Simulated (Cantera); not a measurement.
Charge: 1 mol toluene, 0.73 mol CO2, held at 1 atm.

Equilibrium computed with Cantera from the NASA thermochemical tables; the gas is ideal and each condensed phase is pure. Candidate condensed phases: C, C6H6, C7H8, C8H18, H2O; 110 gas species. Kinetics and transport are ignored.

Question: At 1175 K, list the 5 most abundant gas species with their mole fractions, and the condensed phases.

Answer: H2 0.719, CO 0.262, CH4 0.0100, H2O 0.00662, CO2 0.00188. Condensed: C(graphite).
